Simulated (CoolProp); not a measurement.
Vapour-liquid equilibrium of carbon dioxide (1) + isopentane (2) at 229.6 K; x and y are mole fractions of (1).

Values from CoolProp's multi-fluid Helmholtz-energy mixture model, Span 1996 and Lemmon 2006; pair parameters Kunz 2012.

| x | bubble pressure, mixture model (bar) | bubble pressure, Raoult's law (bar) | y, mixture model | y, Raoult's law |
|---|---|---|---|---|
| 0.05 | 0.8810 | 0.4723 | 0.961 | 0.931 |
| 0.125 | 2.107 | 1.129 | 0.984 | 0.973 |
| 0.2 | 3.202 | 1.786 | 0.990 | 0.985 |
| 0.275 | 4.115 | 2.443 | 0.992 | 0.990 |
| 0.35 | 4.837 | 3.100 | 0.994 | 0.993 |
| 0.425 | 5.391 | 3.757 | 0.994 | 0.995 |
| 0.5 | 5.819 | 4.414 | 0.995 | 0.996 |
| 0.575 | 6.171 | 5.071 | 0.995 | 0.997 |
| 0.65 | 6.496 | 5.728 | 0.996 | 0.998 |
| 0.725 | 6.838 | 6.385 | 0.996 | 0.999 |
| 0.8 | 7.237 | 7.042 | 0.997 | 0.999 |
| 0.875 | 7.724 | 7.699 | 0.998 | 0.999 |
| 0.95 | 8.325 | 8.356 | 0.999 | 1.000 |

The largest gap from Raoult's law is +86.6 % in bubble pressure, at x = 0.125. No azeotrope shows between x = 0.05 and 0.95.

Pair parameters are fitted to limited data, so mixtures are less certain than the pure fluids. With so large a gap from Raoult's law the liquid may split in two, which this calculation doesn't test in full.
